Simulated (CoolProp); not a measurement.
R404A along the isobar 1670 kPa: density (kg/m³) from the reference equation and from simpler models built on Tc = 345.3 K, pc = 3735 kPa, ω = 0.293; each cubic takes its own stable root.

Model: reference Helmholtz-energy equation of state, Lemmon 2003, in CoolProp. It is a pseudo-pure fit of the blend.

```json
[
 {"T (K)": "341.1", "phase": "gas", "reference": "71.23"},
 {"T (K)": "354.3", "phase": "gas", "reference": "66.20"},
 {"T (K)": "367.4", "phase": "gas", "reference": "62.14"},
 {"T (K)": "380.6", "phase": "gas", "reference": "58.70"},
 {"T (K)": "393.8", "phase": "gas", "reference": "55.74"},
 {"T (K)": "407", "phase": "gas", "reference": "53.15"},
 {"T (K)": "420.1", "phase": "gas", "reference": "50.86"},
 {"T (K)": "433.3", "phase": "gas", "reference": "48.80"},
 {"T (K)": "446.5", "phase": "gas", "reference": "46.94"},
 {"T (K)": "459.7", "phase": "gas", "reference": "45.24"},
 {"T (K)": "472.9", "phase": "gas", "reference": "43.68"},
 {"T (K)": "486", "phase": "gas", "reference": "42.25"},
 {"T (K)": "499.2", "phase": "gas", "reference": "40.92"}
]
```

**Question.** How far does each simpler model (Soave-Redlich-Kwong, Peng-Robinson) lie from the reference over these 13 states: mean and median of the absolute difference, and the worst?

**Answer.** 
- Soave-Redlich-Kwong: mean 1.0 %, median 0.8 %, worst -1.6 % at 341.1 K and 1670 kPa
- Peng-Robinson: mean 0.5 %, median 0.5 %, worst +0.7 % at 367.4 K and 1670 kPa
